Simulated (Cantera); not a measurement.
An adiabatic, constant-volume homogeneous reactor starts with 9.15 % CH₄, 0.311 % CO, 19.0 % O₂, 71.5 % N₂, at 1625 K and 1.00 bar.

Computed with Cantera and GRI-Mech 3.0 (53 species, 325 reactions).

Problem. Predict: time of steepest temperature rise; temperature at 4.00 s; equilibrium temperature; x(CO) at 4.00 s; x(O₂) at 4.00 s; x(H₂) at 4.00 s; x(HO₂) at 4.00 s; x(HCO) at 4.00 s; x(OH) at 4.00 s.

Solution. 
- time of steepest temperature rise: 0.362 ms
- temperature at 4.00 s: 2923 K
- equilibrium temperature: 2923 K
- x(CO) at 4.00 s: 0.0478 (gas-phase equilibrium 0.0478)
- x(O₂) at 4.00 s: 0.0249 (gas-phase equilibrium 0.0249)
- x(H₂) at 4.00 s: 0.0211 (gas-phase equilibrium 0.0211)
- x(HO₂) at 4.00 s: 1.00e-5 (gas-phase equilibrium 1.00e-5)
- x(HCO) at 4.00 s: 9.90e-8 (gas-phase equilibrium 9.90e-8)
- x(OH) at 4.00 s: 0.0258 (gas-phase equilibrium 0.0258)
